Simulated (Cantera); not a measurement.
A closed system holds: 1 mol B2O3, 1.4 mol O2, 0.13 mol H2O, equilibrated at 10000 Pa.

Equilibrium computed with Cantera from the NASA thermochemical tables; the gas is ideal and each condensed phase is pure. Candidate condensed phases: B, B2O3, B3O3H3, H2O; 23 gas species. Equilibrium is a limit: real reactors are often held back by kinetics, nucleation or transport.

Problem. At 2273 K, list the 6 most abundant gas species with their mole fractions, and the condensed phases.

Solution. O2 0.514, B2O3 0.301, HBO2 0.0889, BO2 0.0787, O 0.00961, H2O 0.00402. Condensed: gas only.
